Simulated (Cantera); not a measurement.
An isothermal, constant-pressure homogeneous reactor starts with NH3 : H2 = 1 : 2.8 (molar parts), at 1873 K and 0.0132 atm. Integrator tolerance rtol = 1e-08.

Detailed kinetics in Cantera: the gas-phase N/H chemistry of the illustrative SiF4/NH3 mechanism in the Surface Chemkin manual (1991). Walls and surfaces, which speed up NH3 decomposition in real reactors, are not modelled.

Question: What does this change do: pressure from 0.0132 atm to 0.987 atm?

Answer: 
| quantity | before | after |
|---|---|---|
| x(NH3) at 10.0 s | 0.0622 (gas-phase equilibrium 9.05e-8) | 0.00108 (gas-phase equilibrium 6.85e-6) |
| x(H2) at 10.0 s | 0.858 (gas-phase equilibrium 0.891) | 0.895 (gas-phase equilibrium 0.895) |
| x(N2H4) at 10.0 s | 3.30e-10 (gas-phase equilibrium <1e-12) | 5.84e-12 (gas-phase equilibrium <1e-12) |
| x(N2H2) at 10.0 s | 2.20e-7 (gas-phase equilibrium <1e-12) | 4.80e-11 (gas-phase equilibrium <1e-12) |
| x(N2) at 10.0 s | 0.0794 (gas-phase equilibrium 0.104) | 0.104 (gas-phase equilibrium 0.104) |
| x(NH2) at 10.0 s | 0.000133 (gas-phase equilibrium 1.49e-9) | 2.05e-6 (gas-phase equilibrium 1.30e-8) |
| x(N) at 10.0 s | 5.15e-7 (gas-phase equilibrium 3.55e-10) | 6.43e-9 (gas-phase equilibrium 4.10e-11) |
